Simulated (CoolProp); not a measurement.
A single-stage vapour-compression cycle with the fluid: evaporating at 219.15 K (dew point), condensing at 265.15 K (bubble point), superheat 5 K, subcooling 0 K, compressor efficiency 0.6, no pressure losses. The same conditions are run with several fluids, on thermodynamics alone (safety and materials aside).

The numbers come from the reference Helmholtz-energy equation of state of each fluid (R143a: Lemmon and Jacobsen 2000; R115: Lemmon 2016; R507A: Lemmon 2003; R124: de Vries 1995; CH3F (R41): Lemmon 2006; hydrogen chloride: Thol 2018) in CoolProp. Blends and air are pseudo-pure fits.

Rank R143a, R115, R507A, R124, CH3F (R41), hydrogen chloride by cooling COP, highest first.

R124 (2.39), R143a (2.32), R507A (2.30), R115 (2.25), CH3F (R41) (2.20), hydrogen chloride (2.17)

```csv
fluid,pressure ratio,discharge temperature (K),refrigerating effect (kJ/kg),volumetric capacity (kJ/m³)
R143a,6.59,314.3,172,585
R115,6.84,289.5,90.0,379
R507A,6.83,308.9,146,566
R124,10.3,311.8,140,119
CH3F (R41),4.96,372.0,353,2310
hydrogen chloride,4.65,414.0,329,3120
```
